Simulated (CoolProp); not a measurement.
The fluoroketone C6F12O (FK-5-1-12) along the isobar 0.101 MPa: fugacity coefficient from the reference equation and from simpler models built on Tc = 168.7 °C, pc = 1.869 MPa, ω = 0.471; each cubic takes its own stable root.

The numbers come from the reference Helmholtz-energy equation of state, McLinden 2015 in CoolProp.

| T (°C) | phase | reference |
|---|---|---|
| 74.75 | gas | 0.9548 |
| 85.65 | gas | 0.9597 |
| 96.55 | gas | 0.9639 |
| 107.35 | gas | 0.9675 |
| 118.25 | gas | 0.9707 |
| 129.05 | gas | 0.9735 |
| 139.95 | gas | 0.9760 |
| 150.85 | gas | 0.9782 |
| 161.65 | gas | 0.9801 |
| 172.55 | gas | 0.9818 |
| 183.45 | gas | 0.9834 |
| 194.25 | gas | 0.9847 |
| 205.15 | gas | 0.9860 |
| 215.95 | gas | 0.9871 |
| 226.85 | gas | 0.9881 |

Q: How far does each simpler model (van der Waals, Redlich-Kwong, Soave-Redlich-Kwong, Peng-Robinson) lie from the reference over these 15 states: mean and median of the absolute difference, and the worst?

A: 
- van der Waals: mean 0.6 %, median 0.4 %, worst +1.8 % at 74.75 °C and 0.101 MPa
- Redlich-Kwong: mean 0.3 %, median 0.1 %, worst +1.0 % at 74.75 °C and 0.101 MPa
- Soave-Redlich-Kwong: mean 0.1 %, median 0.1 %, worst +0.4 % at 74.75 °C and 0.101 MPa
- Peng-Robinson: mean 0.1 %, median 0.1 %, worst -0.2 % at 150.85 °C and 0.101 MPa
